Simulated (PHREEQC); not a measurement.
A made-up water analysis in mg/kgw, 25 °C, pH 3.87, pe 9:

| constituent | mg/kgw |
|---|---|
| Na | 780 |
| K | 29.2 |
| Ca | 1280 |
| Mg | 238 |
| Cl | 220 |
| S(6) as SO4 | 5520 |
| Al | 0.684 |
| Cu(2) | 8.4 |
| Fe(3) | 5.43 |

Valence states are taken as typed.

The numbers come from PHREEQC with the ion-association model, wateq4f.dat.

| Quantity | Result |
|---|---|
| ionic strength | 0.137 mol/kgw |
| total alkalinity | -0.500 meq/kg |
| charge-balance error | -1.3 % |

```json
[
 {"species": "SO4-2", "molality": "0.0357", "activity": "0.0120", "log γ": "-0.475"},
 {"species": "Na+", "molality": "0.0320", "activity": "0.0245", "log γ": "-0.117"},
 {"species": "Ca+2", "molality": "0.0175", "activity": "0.00624", "log γ": "-0.447"},
 {"species": "CaSO4", "molality": "0.0144", "activity": "0.0149", "log γ": "0.014"},
 {"species": "Cl-", "molality": "0.00620", "activity": "0.00460", "log γ": "-0.130"},
 {"species": "MgSO4", "molality": "0.00495", "activity": "0.00511", "log γ": "0.014"},
 {"species": "Mg+2", "molality": "0.00484", "activity": "0.00182", "log γ": "-0.425"},
 {"species": "NaSO4-", "molality": "0.00191", "activity": "0.00147", "log γ": "-0.114"}
]
```

No solid was allowed to form. The solution is supersaturated, for example in Jarosite-K, Jarosite-Na, so a real one may precipitate; this is no full list. Species that the database lacks are ignored.
